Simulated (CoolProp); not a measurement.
Vapour-liquid equilibrium of R125 (1) + ethanol (2) at 1.58 bar; x and y are mole fractions of (1).

Computed with CoolProp (multi-fluid Helmholtz-energy mixture model, Lemmon 2005 and Schroeder 2014; pair parameters Bell 2016).

```tsv
x	bubble temperature (K)	y at the bubble point	dew temperature at overall composition x (K)	liquid density (mol/L)
0.05	291.7	0.965	361.8	16.85
0.125	263.9	0.995	…	16.93
0.2	253.8	0.998	357.1	16.69
0.275	248.6	0.999	354.5	16.37
0.35	245.4	0.999	351.7	…
0.425	243.3	0.999	348.6	…
0.5	241.8	0.999	345.1	15.23
0.575	…	0.999	341.2	…
0.65	…	1.000	336.6	14.41
0.725	238.9	1.000	331.2	13.98
0.8	238.0	1.000	324.3	13.55
0.875	237.0	1.000	314.7	13.10
0.95	235.7	1.000	297.9	12.64
```

Fill in the missing entries.


- 0.125, dew temperature at overall composition x (K): 359.6
- 0.35, liquid density (mol/L): 16.01
- 0.425, liquid density (mol/L): 15.63
- 0.575, bubble temperature (K): 240.7
- 0.575, liquid density (mol/L): 14.83
- 0.65, bubble temperature (K): 239.8

No azeotrope shows between x = 0.05 and 0.95.

Pair parameters are fitted to limited data, so mixtures are less certain than the pure fluids. With so large a gap from Raoult's law the liquid may split in two, which this calculation doesn't test in full.
